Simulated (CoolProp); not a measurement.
Vapour-liquid equilibrium of hydrogen chloride (1) + n-butane (2) at 289.6 K; x and y are mole fractions of (1).

The numbers come from the multi-fluid Helmholtz-energy mixture model, Thol 2018 and Bücker 2006; pair parameters Bell 2016 in CoolProp.

Question: Give the bubble pressure and the first vapour's composition at x = 0.05, 0.15, 0.75. Is there an azeotrope?

Answer: x = 0.05: 0.4362 MPa, y = 0.569; x = 0.15: 0.9379 MPa, y = 0.798; x = 0.75: 2.929 MPa, y = 0.950. No azeotrope shows between x = 0.05 and 0.95.

Pair parameters are fitted to limited data, so mixtures are less certain than the pure fluids. The gap from Raoult's law changes sign with composition, which may be real or a fault of the pair parameters; it wasn't checked against measurements.
